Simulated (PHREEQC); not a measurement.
Solution (25 °C): 0.004 mol/kgw NaOH. Closed to the air; pH follows from the charge balance.

All values are PHREEQC results (ion-association model, phreeqc.dat), not measurements.

| Quantity | Value |
|---|---|
| pH | 11.57 |
| ionic strength | 0.00400 mol/kgw |
| specific conductance | 945 µS/cm |
| total alkalinity | 4.00 meq/kg |

| species | molality | activity | log γ |
|---|---|---|---|
| OH- | 0.00400 | 0.00373 | -0.030 |
| Na+ | 0.00400 | 0.00374 | -0.029 |

Precipitation was switched off in this run.
